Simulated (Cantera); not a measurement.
Charge: 1 mol Al, 0.029 mol HI, 0.048 mol N2, held at 0.0133 bar.

Cantera equilibrium calculation (NASA polynomials, part measured and part estimated; ideal gas, pure solids and liquids). Candidate condensed phases: Al, AlI3, AlN, I2; 19 gas species. Mutual solubility and eutectic melting of coexisting phases are not modelled. Equilibrium is a limit: real reactors are often held back by kinetics, nucleation or transport.

x: gas mole fraction; n: condensed amount in mol.

```json
[
 {"T (°C)": "477", "x AlI": "0.00171", "x H2": "0.600", "x AlI3": "0.398", "x Al2I6": "0.000904", "x HI": "1.15e-5", "x I": "4.72e-8", "x Al": "<1e-12", "n Al(s)": "0.894", "n AlN(s)": "0.0960", "n Al(l)": "0"},
 {"T (°C)": "552", "x AlI": "0.0111", "x H2": "0.596", "x AlI3": "0.393", "x Al2I6": "0.000223", "x HI": "4.23e-5", "x I": "5.83e-7", "x Al": "1.04e-12", "n Al(s)": "0.894", "n AlN(s)": "0.0960", "n Al(l)": "0"},
 {"T (°C)": "627", "x AlI": "0.0513", "x H2": "0.579", "x AlI3": "0.369", "x Al2I6": "6.33e-5", "x HI": "0.000122", "x I": "4.67e-6", "x Al": "(withheld)", "n Al(s)": "0.893", "n AlN(s)": "0.0960", "n Al(l)": "0"},
 {"T (°C)": "702", "x AlI": "0.169", "x H2": "0.532", "x AlI3": "0.298", "x Al2I6": "1.61e-5", "x HI": "0.000279", "x I": "2.63e-5", "x Al": "(withheld)", "n Al(s)": "0", "n AlN(s)": "0.0960", "n Al(l)": "0.891"},
 {"T (°C)": "777", "x AlI": "0.394", "x H2": "0.442", "x AlI3": "0.163", "x Al2I6": "2.17e-6", "x HI": "0.000473", "x I": "0.000103", "x Al": "(withheld)", "n Al(s)": "0", "n AlN(s)": "0.0960", "n Al(l)": "0.886"},
 {"T (°C)": "852", "x AlI": "0.601", "x H2": "0.359", "x AlI3": "0.0389", "x Al2I6": "6.20e-8", "x HI": "0.000540", "x I": "0.000247", "x Al": "(withheld)", "n Al(s)": "0", "n AlN(s)": "0.0960", "n Al(l)": "0.878"},
 {"T (°C)": "927", "x AlI": "0.658", "x H2": "0.336", "x AlI3": "0.00486", "x Al2I6": "5.38e-10", "x HI": "0.000489", "x I": "0.000405", "x Al": "(withheld)", "n Al(s)": "0", "n AlN(s)": "0.0960", "n Al(l)": "0.875"}
]
```

Problem. What belongs in the gaps?

Solution. 
- 627, x Al: 5.43e-11
- 702, x Al: 1.44e-9
- 777, x Al: 2.28e-8
- 852, x Al: 2.48e-7
- 927, x Al: 1.99e-6
